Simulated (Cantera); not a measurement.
# AlN + H2 (sublimation and decomposition of ceramics)

A closed system holds: 1 mol AlN, a varied amount of H2, equilibrated at 2175 K and 133 Pa.

Equilibrium computed with Cantera from the NASA thermochemical tables; the gas is ideal and each condensed phase is pure. Candidate condensed phases: Al, AlN; 13 gas species. Equilibrium is a limit: real reactors are often held back by kinetics, nucleation or transport.

```
n(H2) (mol)   x Al   x N2     x H2      x H
-----------  -----  -----  -------  -------
0.012        0.658  0.329  0.00370  0.00813
0.018        0.655  0.328  0.00630   0.0106
0.029        0.649  0.325   0.0114   0.0143
0.046        0.640  0.321   0.0198   0.0188
0.072        0.628  0.314   0.0328   0.0242
0.11         0.611  0.306   0.0516   0.0304
0.18         0.583  0.292   0.0850   0.0390
0.28         0.547  0.274    0.129   0.0480
0.45         0.496  0.249    0.194   0.0589
0.71         0.435  0.219    0.274   0.0700
```
x: gas mole fraction; nothing condenses.

From 0.012 mol H2 to 0.71 mol H2 nothing is condensed. The main Al-bearing gas is Al throughout.
